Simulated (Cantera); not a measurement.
Cantera run:

```python
import numpy as np
import cantera as ct

gas_names = """
    H H2 N NH NH2 NH3 N2 N2H2 N2H4 Si SiH SiH2 SiH3 SiH4 SiN Si2 Si2N Si3
""".split()
cond_names = """
    Si(cr) Si(L) Si3N4(a)
""".split()


# ... load() reads the species with a 1 bar reference pressure and builds the phases ...
atoms = {
    'Si3N4': {'Si': 3, 'N': 4},
    'H2': {'H': 2},
}
top_T = {'Si3N4(a)': 2400}  # K; cautious upper limits of use, not melting points


# ... equilibrate(T, P, feed) seeds the gas with the atoms and calls Mixture.equilibrate('TP', solver="vcs", rtol=1e-11, max_steps=5000) ...
results = []
feed = {'Si3N4': 1, 'H2': 0.089}  # mol
P = 133.322  # Pa
for T in [2200, 2225, 2250, 2275, 2300, 2325, 2350, 2375, 2400, 2425, 2450, 2475, 2500, 2525]:
    mix = equilibrate(T, P, feed)
    results.append((T, P, feed, dict(zip(mix.species_names, mix.species_moles))))
    x = sorted(zip(gas.X, gas.species_names), reverse=True)
    print(f"T = {T:g} K  P = {P:g} Pa  gas = {mix.phase_moles(0):.4g} mol")
    print("   x: " + "  ".join(f"{s} {v:.3e}" for v, s in x if v > 0.0001))
    print("   condensed (mol): " + ("  ".join(f"{mix.phase(i).name} {mix.phase_moles(i):.4g}"
          for i in range(1, mix.n_phases) if mix.phase_moles(i) > 1e-12) or "none"))
```

It prints:

```
T = 2200 K  P = 133.322 Pa  gas = 2.96 mol
   x: N2 6.742e-01  Si 2.766e-01  H 2.131e-02  H2 1.909e-02  Si2 4.429e-03  Si2N 1.546e-03  SiN 1.400e-03  Si3 8.650e-04  SiH 6.175e-04
   condensed (mol): Si(L) 2.132
T = 2225 K  P = 133.322 Pa  gas = 3.324 mol
   x: N2 6.000e-01  Si 3.515e-01  H 2.203e-02  H2 1.542e-02  Si2 5.907e-03  Si2N 1.731e-03  SiN 1.599e-03  Si3 1.141e-03  SiH 6.721e-04
   condensed (mol): Si(L) 1.762
T = 2250 K  P = 133.322 Pa  gas = 3.917 mol
   x: N2 5.088e-01  Si 4.442e-01  H 2.179e-02  H2 1.148e-02  Si2 7.828e-03  Si2N 1.884e-03  SiN 1.775e-03  Si3 1.496e-03  SiH 6.992e-04
   condensed (mol): Si(L) 1.157
T = 2275 K  P = 133.322 Pa  gas = 5.011 mol
   x: Si 5.586e-01  N2 3.972e-01  H 2.002e-02  Si2 1.031e-02  H2 7.412e-03  Si2N 1.960e-03  Si3 1.949e-03  SiN 1.882e-03  SiH 6.747e-04
   condensed (mol): Si(L) 0.03589
T = 2300 K  P = 133.322 Pa  gas = 5.068 mol
   x: Si 5.650e-01  N2 3.930e-01  H 2.143e-02  Si2 8.815e-03  H2 6.538e-03  SiN 1.810e-03  Si2N 1.495e-03  Si3 1.333e-03  SiH 6.126e-04
   condensed (mol): none
T = 2325 K  P = 133.322 Pa  gas = 5.086 mol
   x: Si 5.677e-01  N2 3.918e-01  H 2.289e-02  Si2 7.470e-03  H2 5.774e-03  SiN 1.737e-03  Si2N 1.137e-03  Si3 9.026e-04  SiH 5.536e-04
   condensed (mol): none
T = 2350 K  P = 133.322 Pa  gas = 5.1 mol
   x: Si 5.698e-01  N2 3.909e-01  H 2.429e-02  Si2 6.340e-03  H2 5.056e-03  SiN 1.668e-03  Si2N 8.678e-04  Si3 6.142e-04  SiH 4.979e-04
   condensed (mol): none
T = 2375 K  P = 133.322 Pa  gas = 5.112 mol
   x: Si 5.714e-01  N2 3.901e-01  H 2.559e-02  Si2 5.391e-03  H2 4.390e-03  SiN 1.601e-03  Si2N 6.654e-04  SiH 4.459e-04  Si3 4.203e-04
   condensed (mol): none
T = 2400 K  P = 133.322 Pa  gas = 5.122 mol
   x: Si 5.727e-01  N2 3.894e-01  H 2.679e-02  Si2 4.593e-03  H2 3.781e-03  SiN 1.538e-03  Si2N 5.125e-04  SiH 3.979e-04  Si3 2.894e-04
   condensed (mol): none
T = 2425 K  P = 133.322 Pa  gas = 5.131 mol
   x: Si 5.737e-01  N2 3.889e-01  H 2.787e-02  Si2 3.924e-03  H2 3.233e-03  SiN 1.479e-03  Si2N 3.965e-04  SiH 3.539e-04  Si3 2.005e-04
   condensed (mol): none
T = 2450 K  P = 133.322 Pa  gas = 5.138 mol
   x: Si 5.744e-01  N2 3.884e-01  H 2.884e-02  Si2 3.360e-03  H2 2.747e-03  SiN 1.422e-03  SiH 3.139e-04  Si2N 3.083e-04  Si3 1.399e-04
   condensed (mol): none
T = 2475 K  P = 133.322 Pa  gas = 5.143 mol
   x: Si 5.751e-01  N2 3.880e-01  H 2.969e-02  Si2 2.885e-03  H2 2.321e-03  SiN 1.369e-03  SiH 2.778e-04  Si2N 2.408e-04
   condensed (mol): none
T = 2500 K  P = 133.322 Pa  gas = 5.148 mol
   x: Si 5.756e-01  N2 3.877e-01  H 3.042e-02  Si2 2.484e-03  H2 1.952e-03  SiN 1.318e-03  SiH 2.454e-04  Si2N 1.889e-04
   condensed (mol): none
T = 2525 K  P = 133.322 Pa  gas = 5.152 mol
   x: Si 5.760e-01  N2 3.874e-01  H 3.106e-02  Si2 2.144e-03  H2 1.636e-03  SiN 1.270e-03  SiH 2.165e-04  Si2N 1.489e-04
   condensed (mol): none
```

Cantera equilibrium calculation (NASA polynomials, part measured and part estimated; ideal gas, pure solids and liquids). The tables' values for SiN are old estimates; treat these amounts as uncertain.
